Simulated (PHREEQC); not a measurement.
A column of 0.1 m (40 cells, dispersivity 0.008 m, 720 s a shift, diffusion coefficient 3e-10 m²/s) holds 0.32 eq of the database's cation exchanger X per kg of pore water, first in equilibrium with 0.0093 mol/kgw LiCl, 0.00042 mol/kgw KCl and 1e-05 mol/kgw HCl. It is flushed with 0.047 mol/kgw ZnSO4, 0.095 mol/kgw Na2SO4 and 1e-05 mol/kgw HCl, at 40 °C. Values are for the last cell. The system is closed to CO2. Nothing may precipitate in this run.

Base run: PHREEQC, ion-association model, phreeqc.dat. Each further column changes one thing. The table gives Zn in solution (mol/kgw).

```json
[
 {"pore volumes": "0", "base": "0", "exchange capacity from 0.32 to 0.16 eq/kgw": "0", "dispersivity from 0.008 to 0.016 m": "0"},
 {"pore volumes": "0.4625", "base": "0", "exchange capacity from 0.32 to 0.16 eq/kgw": "0", "dispersivity from 0.008 to 0.016 m": "0"},
 {"pore volumes": "1.062", "base": "4.11e-11", "exchange capacity from 0.32 to 0.16 eq/kgw": "5.05e-6", "dispersivity from 0.008 to 0.016 m": "5.15e-8"},
 {"pore volumes": "1.512", "base": "5.54e-5", "exchange capacity from 0.32 to 0.16 eq/kgw": "0.00917", "dispersivity from 0.008 to 0.016 m": "0.000595"},
 {"pore volumes": "1.962", "base": "0.00349", "exchange capacity from 0.32 to 0.16 eq/kgw": "0.0283", "dispersivity from 0.008 to 0.016 m": "0.00787"},
 {"pore volumes": "2.413", "base": "0.0154", "exchange capacity from 0.32 to 0.16 eq/kgw": "0.0381", "dispersivity from 0.008 to 0.016 m": "0.0191"},
 {"pore volumes": "3.013", "base": "0.0298", "exchange capacity from 0.32 to 0.16 eq/kgw": "0.0434", "dispersivity from 0.008 to 0.016 m": "0.0302"},
 {"pore volumes": "3.462", "base": "0.0361", "exchange capacity from 0.32 to 0.16 eq/kgw": "0.0451", "dispersivity from 0.008 to 0.016 m": "0.0353"},
 {"pore volumes": "3.913", "base": "0.0399", "exchange capacity from 0.32 to 0.16 eq/kgw": "0.0460", "dispersivity from 0.008 to 0.016 m": "0.0388"},
 {"pore volumes": "4.513", "base": "0.0428", "exchange capacity from 0.32 to 0.16 eq/kgw": "0.0465", "dispersivity from 0.008 to 0.016 m": "0.0417"},
 {"pore volumes": "4.963", "base": "0.0441", "exchange capacity from 0.32 to 0.16 eq/kgw": "0.0467", "dispersivity from 0.008 to 0.016 m": "0.0431"}
]
```

Away from 25 °C the constants follow the database's enthalpies or fits; those with neither stay at their 25 °C values.
